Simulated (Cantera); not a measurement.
Feed: 1 mol Cu, 9.4 mol NH3, 9.9 mol H2, at 3400 Pa.

These are equilibrium values from Cantera (NASA tables, ideal gas, pure condensed phases), not measurements of a reactor. Candidate condensed phases: Cu; 11 gas species. Kinetics and transport are ignored. All values below are at 1373 K.

Base state: H2 0.836, N2 0.164, Cu 2.32e-5, H 1.65e-5 (mole fractions); condensed: Cu(l).

What changes in the equilibrium state with this change: NH3 from 9.4 to 0.1 mol?


```tsv
species	before	after
H2	0.836	0.995
N2	0.164	0.00495
Cu	2.32e-5	2.32e-5
H	1.65e-5	1.80e-5
Cu(l), mol	0.999	1.000
```
